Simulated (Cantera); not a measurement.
**Dilute partial oxidation**

An isothermal, constant-pressure homogeneous reactor starts with 1.95 % CH₂O, 0.459 % O₂, 97.6 % N₂, equivalence ratio 4.3, at 1050 K and 7500 Torr.

Cantera simulation using GRI-Mech 3.0 (53 species, 325 reactions); the numbers are that mechanism's predictions, not measurements.

```json
[
 {"t (s)": "7.00e-5", "x CH₂O": "0.0195", "x O₂": "0.00458", "x CH₄": "<1e-12", "x H₂": "1.41e-6", "x H": "2.07e-9", "x NO": "<1e-12", "x CO": "2.96e-6"},
 {"t (s)": "0.000194", "x CH₂O": "0.0195", "x O₂": "0.00457", "x CH₄": "3.15e-12", "x H₂": "1.49e-5", "x H": "1.15e-8", "x NO": "<1e-12", "x CO": "3.12e-5"},
 {"t (s)": "0.000538", "x CH₂O": "0.0184", "x O₂": "0.00407", "x CH₄": "1.13e-9", "x H₂": "0.000549", "x H": "2.15e-7", "x NO": "<1e-12", "x CO": "0.00113"},
 {"t (s)": "0.00149", "x CH₂O": "3.53e-5", "x O₂": "0.000462", "x CH₄": "2.11e-6", "x H₂": "0.0117", "x H": "2.01e-5", "x NO": "6.84e-11", "x CO": "0.0188"},
 {"t (s)": "0.00413", "x CH₂O": "3.02e-8", "x O₂": "0.000284", "x CH₄": "2.36e-6", "x H₂": "0.0113", "x H": "4.49e-7", "x NO": "1.22e-10", "x CO": "0.0187"},
 {"t (s)": "0.0115", "x CH₂O": "1.53e-8", "x O₂": "0.000240", "x CH₄": "2.35e-6", "x H₂": "0.0113", "x H": "3.20e-7", "x NO": "1.11e-10", "x CO": "0.0186"},
 {"t (s)": "0.0318", "x CH₂O": "8.48e-9", "x O₂": "0.000154", "x CH₄": "2.30e-6", "x H₂": "0.0112", "x H": "3.12e-7", "x NO": "8.82e-11", "x CO": "0.0185"},
 {"t (s)": "0.0881", "x CH₂O": "3.57e-9", "x O₂": "4.68e-5", "x CH₄": "2.25e-6", "x H₂": "0.0111", "x H": "2.90e-7", "x NO": "4.63e-11", "x CO": "0.0184"},
 {"t (s)": "0.244", "x CH₂O": "1.41e-9", "x O₂": "3.39e-6", "x CH₄": "2.22e-6", "x H₂": "0.0111", "x H": "1.71e-7", "x NO": "1.21e-11", "x CO": "0.0184"},
 {"t (s)": "0.677", "x CH₂O": "1.13e-9", "x O₂": "2.41e-7", "x CH₄": "2.22e-6", "x H₂": "0.0111", "x H": "3.88e-8", "x NO": "4.61e-12", "x CO": "0.0183"},
 {"t (s)": "1.88", "x CH₂O": "1.09e-9", "x O₂": "4.38e-8", "x CH₄": "2.22e-6", "x H₂": "0.0111", "x H": "9.61e-9", "x NO": "3.12e-12", "x CO": "0.0183"},
 {"t (s)": "5.20", "x CH₂O": "1.08e-9", "x O₂": "1.15e-8", "x CH₄": "2.22e-6", "x H₂": "0.0111", "x H": "3.06e-9", "x NO": "2.49e-12", "x CO": "0.0183"},
 {"t (s)": "14.4", "x CH₂O": "1.08e-9", "x O₂": "3.00e-9", "x CH₄": "2.22e-6", "x H₂": "0.0111", "x H": "1.23e-9", "x NO": "1.92e-12", "x CO": "0.0183"},
 {"t (s)": "40.0", "x CH₂O": "1.08e-9", "x O₂": "6.20e-10", "x CH₄": "2.22e-6", "x H₂": "0.0111", "x H": "5.14e-10", "x NO": "1.09e-12", "x CO": "0.0183"}
]
```
x: mole fraction; the columns are a selection and need not sum to one.

Equilibrium at this temperature and pressure: CH₂O 1.14e-9, O₂ <1e-12, CH₄ 1.15e-5, H₂ 0.0150, H 3.16e-10, NO <1e-12, CO 0.0144 (gas phase only).
